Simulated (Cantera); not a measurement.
A perfectly stirred reactor is fed with 0.691 % H₂, 21.6 % O₂, 77.7 % N₂, equivalence ratio 0.016, at 3300 Pa; it is held at 1248 K, and followed from long to short residence time.

Computed with Cantera and the H2/O2 subset of GRI-Mech 3.0, which has no nitrogen chemistry. Radical loss at walls, strong at low pressure, is not modelled.

### Question
Predict: x(H₂) at τ = 0.470 s; x(O₂) at τ = 0.470 s; x(HO₂) at τ = 0.470 s; x(OH) at τ = 0.470 s; x(H₂O₂) at τ = 0.470 s; x(H₂) at τ = 33.0 ms; x(O₂) at τ = 33.0 ms; x(HO₂) at τ = 33.0 ms; x(OH) at τ = 33.0 ms; x(H₂O₂) at τ = 33.0 ms.

### Answer
```
Property                  Result
----------------------  --------
x(H₂) at τ = 0.470 s     4.95e-5
x(O₂) at τ = 0.470 s       0.212
x(HO₂) at τ = 0.470 s    5.41e-7
x(OH) at τ = 0.470 s    0.000284
x(H₂O₂) at τ = 0.470 s   1.90e-8
x(H₂) at τ = 33.0 ms    0.000238
x(O₂) at τ = 33.0 ms       0.211
x(HO₂) at τ = 33.0 ms    9.64e-7
x(OH) at τ = 33.0 ms    0.000579
x(H₂O₂) at τ = 33.0 ms   3.21e-8
```
